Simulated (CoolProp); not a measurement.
Vapour pressure (MPa) of R13: the reference equation beside estimates from Tc = 303.0 K, pc = 3.973 MPa, ω = 0.175.

Model: reference Helmholtz-energy equation of state, Platzer 1990, in CoolProp. This equation is an older, rougher fit; its heat capacities, sound speeds and derivatives of the liquid may be far off and weren't checked against measurements.

| T (K) | reference | Lee-Kesler | van der Waals |
|---|---|---|---|
| 232.8 | (withheld) | 0.5937 | 1.259 |
| 234.8 | 0.6382 | 0.6364 | 1.311 |
| 236.8 | 0.6831 | 0.6813 | (withheld) |
| 238.8 | (withheld) | 0.7285 | 1.420 |
| 240.9 | 0.7823 | 0.7805 | 1.479 |
| 242.9 | 0.8344 | 0.8326 | 1.537 |
| 244.9 | 0.8890 | 0.8871 | 1.596 |
| 246.9 | 0.9462 | 0.9442 | 1.656 |
| 249 | 1.009 | 1.007 | 1.721 |
| 251 | 1.072 | 1.070 | (withheld) |
| 253 | 1.137 | (withheld) | 1.850 |
| 255 | 1.205 | 1.203 | 1.916 |
| 257.1 | 1.280 | 1.278 | (withheld) |
| 259.1 | 1.355 | 1.352 | 2.057 |
| 261.1 | 1.432 | (withheld) | 2.128 |

**Question.** What belongs in the gaps?

**Answer.** 
- 232.8, reference: 0.5955
- 236.8, van der Waals: 1.365
- 238.8, reference: 0.7303
- 251, van der Waals: 1.785
- 253, Lee-Kesler: 1.135
- 257.1, van der Waals: 1.987
- 261.1, Lee-Kesler: 1.430

Absolute difference from the reference over all 15 rows, mean and median: Lee-Kesler 0.2 and 0.2 %, van der Waals 76.9 and 75.0 %.
